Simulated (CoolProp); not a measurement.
Fluoroethane (R161) at 298.15 K and 0.63 MPa is throttled through a valve to 0.113 MPa with no heat exchange. Each further row changes one setting.

Computed with CoolProp (reference Helmholtz-energy equation of state, Wu 2012).

```csv
case,temperature change (K),final density (kg/m³)
as stated,[?],[?]
outlet pressure 0.0339 MPa,[?],[?]
outlet pressure 0.147 MPa,[?],[?]
```

**Question.** What belongs in the gaps?

**Answer.** 
- as stated, temperature change (K): -12.4
- as stated, final density (kg/m³): 2.33
- outlet pressure 0.0339 MPa, temperature change (K): -14.3
- outlet pressure 0.0339 MPa, final density (kg/m³): 0.695
- outlet pressure 0.147 MPa, temperature change (K): -11.6
- outlet pressure 0.147 MPa, final density (kg/m³): 3.04
